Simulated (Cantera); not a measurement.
Input: 1 mol Si, 0.67 mol O2, 3.2 mol N2, at 1150 °C and 0.000900 Torr.

These are equilibrium values from Cantera (NASA tables, ideal gas, pure condensed phases), not measurements of a reactor. Candidate condensed phases: Si, SiO2, Si2N2O, Si3N4; 16 gas species. The tables hold silica as quartz up to 1696 K and as liquid above; real silica turns to tridymite and cristobalite and melts near 1996 K. Rates play no part.

Base state: N2 0.829, SiO 0.171 (mole fractions); condensed: SiO2(β-quartz).

Question: What changes in the equilibrium state with this change: pressure from 0.000900 Torr to 10.0 Torr?

Answer: 
| species | before | after |
|---|---|---|
| N2 | 0.829 | 1.000 |
| SiO | 0.171 | 7.97e-5 |
| SiO2(β-quartz), mol | 0.340 | 0.560 |
| Si2N2O(s), mol | 0 | 0.220 |
N2 is the only nitrogen source here; it is nearly inert below about 1500 K, so the nitride shown seldom forms there in practice. Mutual solubility and eutectic melting of coexisting phases are not modelled.
